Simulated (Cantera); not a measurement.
Al2O3 + N2 (sublimation and decomposition of ceramics)

Feed: 1 mol Al2O3, 5.4 mol N2, at 0.700 bar.

Cantera equilibrium calculation (NASA polynomials, part measured and part estimated; ideal gas, pure solids and liquids). Candidate condensed phases: Al, AlN, Al2O3; 16 gas species. Kinetics and transport are ignored.

From 1625 °C to 2025 °C the condensed part is Al2O3(s). From 2125 °C to 2725 °C the condensed part is Al2O3(l).

```json
[
 {"T (°C)": "1625", "log p N2": "-0.15", "log p O": "-9.61", "log p NO": "-8.01", "log p Al": "-8.20", "log p AlO": "-9.72", "log p Al2O": "-9.73", "log p O2": "<-12", "log p N": "-9.80", "n Al2O3(s)": "1.00", "n Al2O3(l)": "0"},
 {"T (°C)": "1725", "log p N2": "-0.15", "log p O": "-8.68", "log p NO": "-7.31", "log p Al": "-7.49", "log p AlO": "-8.79", "log p Al2O": "-8.85", "log p O2": "-11.00", "log p N": "-9.13", "n Al2O3(s)": "1.00", "n Al2O3(l)": "0"},
 {"T (°C)": "1825", "log p N2": "-0.15", "log p O": "-7.84", "log p NO": "-6.67", "log p Al": "-6.86", "log p AlO": "-7.96", "log p Al2O": "-8.06", "log p O2": "-9.95", "log p N": "-8.54", "n Al2O3(s)": "1.000", "n Al2O3(l)": "0"},
 {"T (°C)": "1925", "log p N2": "-0.15", "log p O": "-7.07", "log p NO": "-6.09", "log p Al": "-6.28", "log p AlO": "-7.20", "log p Al2O": "-7.34", "log p O2": "-9.00", "log p N": "-7.99", "n Al2O3(s)": "1.000", "n Al2O3(l)": "0"},
 {"T (°C)": "2025", "log p N2": "-0.15", "log p O": "-6.37", "log p NO": "-5.56", "log p Al": "-5.76", "log p AlO": "-6.51", "log p Al2O": "-6.68", "log p O2": "-8.13", "log p N": "-7.50", "n Al2O3(s)": "1.000", "n Al2O3(l)": "0"},
 {"T (°C)": "2125", "log p N2": "-0.15", "log p O": "-5.75", "log p NO": "-5.09", "log p Al": "-5.29", "log p AlO": "-5.91", "log p Al2O": "-6.12", "log p O2": "-7.37", "log p N": "-7.04", "n Al2O3(s)": "0", "n Al2O3(l)": "1.000"},
 {"T (°C)": "2225", "log p N2": "-0.15", "log p O": "-5.19", "log p NO": "-4.68", "log p Al": "-4.86", "log p AlO": "-5.37", "log p Al2O": "-5.62", "log p O2": "-6.70", "log p N": "-6.62", "n Al2O3(s)": "0", "n Al2O3(l)": "1.000"},
 {"T (°C)": "2325", "log p N2": "-0.15", "log p O": "-4.68", "log p NO": "-4.29", "log p Al": "-4.46", "log p AlO": "-4.87", "log p Al2O": "-5.16", "log p O2": "-6.08", "log p N": "-6.23", "n Al2O3(s)": "0", "n Al2O3(l)": "1.000"},
 {"T (°C)": "2425", "log p N2": "-0.16", "log p O": "-4.21", "log p NO": "-3.95", "log p Al": "-4.08", "log p AlO": "-4.41", "log p Al2O": "-4.73", "log p O2": "-5.52", "log p N": "-5.87", "n Al2O3(s)": "0", "n Al2O3(l)": "0.999"},
 {"T (°C)": "2525", "log p N2": "-0.16", "log p O": "-3.77", "log p NO": "-3.63", "log p Al": "-3.73", "log p AlO": "-3.98", "log p Al2O": "-4.33", "log p O2": "-5.01", "log p N": "-5.54", "n Al2O3(s)": "0", "n Al2O3(l)": "0.999"},
 {"T (°C)": "2625", "log p N2": "-0.16", "log p O": "-3.37", "log p NO": "-3.33", "log p Al": "-3.40", "log p AlO": "-3.58", "log p Al2O": "-3.95", "log p O2": "-4.54", "log p N": "-5.23", "n Al2O3(s)": "0", "n Al2O3(l)": "0.997"},
 {"T (°C)": "2725", "log p N2": "-0.16", "log p O": "-3.00", "log p NO": "-3.06", "log p Al": "-3.10", "log p AlO": "-3.21", "log p Al2O": "-3.60", "log p O2": "-4.10", "log p N": "-4.94", "n Al2O3(s)": "0", "n Al2O3(l)": "0.992"}
]
```
log p: log10 of the partial pressure in bar; n: condensed amount in mol.
